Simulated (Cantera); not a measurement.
# Thermodynamics of nitride etching, feed BN + HCl

Charge: 1 mol BN, 16 mol HCl, held at 1723.15 K and 0.0130 bar.

Cantera equilibrium calculation (NASA polynomials, part measured and part estimated; ideal gas, pure solids and liquids). Candidate condensed phases: B, BN, NH4Cl; 21 gas species. The tables' values for BCl2, BCl are old estimates; treat these amounts as uncertain. Gases not in the tables: BHCl2. Kinetics and transport are ignored.

The x(HCl) is 0.811. The x(H2) is 0.0916 and the x(BCl3) comes out as 0.0576. The x(N2) comes out as 0.0311. The x(Cl) comes out as 0.00332. The x(BCl2) is 0.00305, the x(BCl) is 0.00154 and the x(H) is 0.000485. The x(Cl2) is 3.06e-6. The gas amount is 16.08 mol and the log10 activity of B(s) (absent) is -1.58.
